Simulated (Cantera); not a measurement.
Input: 1 mol B2O3, 4.5 mol H2O, 24 mol H2, held at 0.133 bar.

Method: chemical equilibrium by Gibbs-energy minimisation in Cantera with the NASA 1993 tables (ideal gas, pure condensed phases). Candidate condensed phases: B, B2O3, B3O3H3, H2O; 23 gas species. Kinetics and transport are ignored.

### Question
At 1650 °C, list the 5 most abundant gas species with their mole fractions, and the condensed phases.

### Answer
H2 0.810, H2O 0.123, HBO2 0.0605, B2O3 0.00274, H 0.00232. Condensed: gas only.
